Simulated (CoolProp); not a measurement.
Values from CoolProp's reference Helmholtz-energy equation of state, Lemmon 2006. It is a short technical equation, of lower accuracy than the large ones.

Task: For R141b, give the phase and the Z, conductivity (mW/(m K)) at 500 K and 42.1 MPa.

Result: 
- 500 K and 42.1 MPa: supercritical; Z 1.18, conductivity 76.3

Thermal conductivity comes from a separate model (Huber 2003), an estimate that may be off by 10 % or more.
